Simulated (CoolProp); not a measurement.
Propylene along the isobar 22.5 bar: Z from the reference equation and from simpler models built on Tc = 91.1 °C, pc = 45.55 bar, ω = 0.146; each cubic takes its own stable root.

Model: reference Helmholtz-energy equation of state, Lemmon 2013, in CoolProp.

```
T (°C)   phase   reference  van der Waals  Peng-Robinson
------  ------  ----------  -------------  -------------
28.65   liquid  (withheld)         0.1193     (withheld)
46.45   liquid     0.07623         0.7390        0.07607
64.25      gas      0.7274         0.7829         0.7163
82.05      gas      0.7837         0.8155         0.7691
99.85      gas      0.8227     (withheld)         0.8078
117.75     gas      0.8520         0.8616         0.8378
135.55     gas      0.8747     (withheld)         0.8616
153.35     gas      0.8929         0.8925         0.8811
171.15     gas      0.9078         0.9045         0.8972
188.95     gas      0.9202         0.9147         0.9107
206.75     gas      0.9307     (withheld)         0.9222
224.65     gas      0.9396         0.9312         0.9320
```

**Question.** Some entries are withheld; supply them.

**Answer.** 
- 28.65, reference: 0.07495
- 28.65, Peng-Robinson: 0.07278
- 99.85, van der Waals: 0.8410
- 135.55, van der Waals: 0.8784
- 206.75, van der Waals: 0.9235

At some of these states van der Waals gives the other phase, because its saturation line lies elsewhere.
